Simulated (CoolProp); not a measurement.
Properties of fluorine at several states.

The numbers come from the reference Helmholtz-energy equation of state, de Reuck 1990 in CoolProp.

```csv
T (°C),p (bar),phase,cp (kJ/(kg K)),cv (kJ/(kg K)),isothermal compressibility (1/MPa),fugacity coefficient
-137.05,0.112,gas,0.7690,0.5494,89.36,0.9992
-205.35,3.47,liquid,1.478,(withheld),0.001059,(withheld)
-201.65,0.173,liquid,1.482,(withheld),0.001183,(withheld)
```

Q: What belongs in the gaps?

A: 
- -205.35, cv (kJ/(kg K)): 0.8682
- -205.35, fugacity coefficient: 0.02332
- -201.65, cv (kJ/(kg K)): 0.8577
- -201.65, fugacity coefficient: 0.8880
